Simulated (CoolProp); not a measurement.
Values from CoolProp's reference Helmholtz-energy equation of state, Lemmon 2006. It is a short technical equation, of lower accuracy than the large ones.

### Question
For isopentane, give the phase and the cv (kJ/(kg K)), speed of sound (m/s) at 226.85 °C and 2530 kPa; 226.85 °C and 3380 kPa.

### Answer
- 226.85 °C and 2530 kPa: gas; cv 2.49, speed of sound 195
- 226.85 °C and 3380 kPa: supercritical; cv 2.53, speed of sound 175
